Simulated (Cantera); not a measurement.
A Cantera script and its output.

```python
import numpy as np
import cantera as ct

gas = ct.Solution("gri30.yaml")
gas.TPX = 2525, 16000, {'CH4': 0.025, 'H2': 1, 'O2': 0.0046}
reactor = ct.IdealGasConstPressureReactor(gas, energy="off", clone=False)
net = ct.ReactorNet([reactor])
net.rtol, net.atol = 1e-08, 1e-18
show = ['CH4', 'H2', 'O2', 'C2H4', 'HO2', 'O', 'H2O']
times = np.geomspace(6e-06, 8, 12)

steps = ct.SolutionArray(gas, extra=["t"])
rows = []
print(f"{'t/s':>10s}{'T/K':>9s}{'P/Pa':>11s}" + "".join(f"{s:>11s}" for s in show))
for t in times:
    while net.time < t:
        t_next = net.step()
        steps.append(gas.state, t=t_next)
    rows.append([np.interp(t, steps.t, y) for y in (steps.T, steps.P, *steps(*show).X.T)])
    print(f"{t:10.3e}{rows[-1][0]:9.1f}{rows[-1][1]:11.4g}" + "".join(f"{x:11.3e}" for x in rows[-1][2:]))
rate = np.gradient(steps.T, steps.t)
print("integrator steps:", len(steps.t))
if steps.T.max() > steps.T[0] + 200:
    print(f"time of steepest temperature rise: {steps.t[rate.argmax()]:.4e} s")
gas.TPX = 2525, 16000, {'CH4': 0.025, 'H2': 1, 'O2': 0.0046}
gas.equilibrate("TP")
print(f"equilibrium (TP): T = {gas.T:.1f} K  " + "  ".join(f"{s} {gas[s].X[0]:.3e}" for s in show))
```

Result:

```
       t/s      T/K       P/Pa        CH4         H2         O2       C2H4        HO2          O        H2O
 6.000e-06   2525.0    1.6e+04  2.337e-02  9.693e-01  4.348e-03  9.857e-07  9.298e-06  2.224e-06  1.993e-04
 2.163e-05   2525.0    1.6e+04  2.090e-02  9.624e-01  3.258e-03  3.409e-05  3.796e-06  7.090e-06  2.305e-03
 7.794e-05   2525.0    1.6e+04  1.337e-02  9.470e-01  9.272e-05  1.368e-04  5.139e-08  1.251e-06  8.285e-03
 2.809e-04   2525.0    1.6e+04  3.661e-03  9.442e-01  4.103e-09  2.390e-05  5.762e-12  1.240e-06  7.871e-03
 1.013e-03   2525.0    1.6e+04  6.282e-04  9.384e-01  4.580e-09  2.767e-06  5.236e-12  1.663e-06  6.362e-03
 3.649e-03   2525.0    1.6e+04  2.512e-04  9.299e-01  1.366e-09  1.354e-06  1.277e-12  1.151e-06  2.705e-03
 1.315e-02   2525.0    1.6e+04  4.400e-05  9.200e-01  1.921e-12  7.495e-07  1.495e-15  5.304e-08  8.141e-05
 4.741e-02   2525.0    1.6e+04  1.538e-05  9.168e-01  3.945e-19  6.951e-07  2.858e-22  2.585e-11  3.414e-08
 1.709e-01   2525.0    1.6e+04  1.537e-05  9.168e-01  3.926e-19  6.950e-07  2.843e-22  2.579e-11  3.405e-08
 6.158e-01   2525.0    1.6e+04  1.537e-05  9.168e-01  3.926e-19  6.950e-07  2.843e-22  2.579e-11  3.405e-08
 2.220e+00   2525.0    1.6e+04  1.537e-05  9.168e-01  3.926e-19  6.950e-07  2.843e-22  2.579e-11  3.405e-08
 8.000e+00   2525.0    1.6e+04  1.537e-05  9.168e-01  3.926e-19  6.950e-07  2.843e-22  2.579e-11  3.405e-08
integrator steps: 1530
equilibrium (TP): T = 2525.0 K  CH4 1.557e-05  H2 9.168e-01  O2 4.036e-19  C2H4 6.950e-07  HO2 2.923e-22  O 2.615e-11  H2O 3.452e-08
```

Detailed kinetics in Cantera: GRI-Mech 3.0 (53 species, 325 reactions). GRI-Mech 3.0 stops at C3 and has no aromatics, soot or wall deposition, so with more carbon than oxygen in the feed, carbon stays in small species such as C2H2 where larger ones or solid carbon would form.
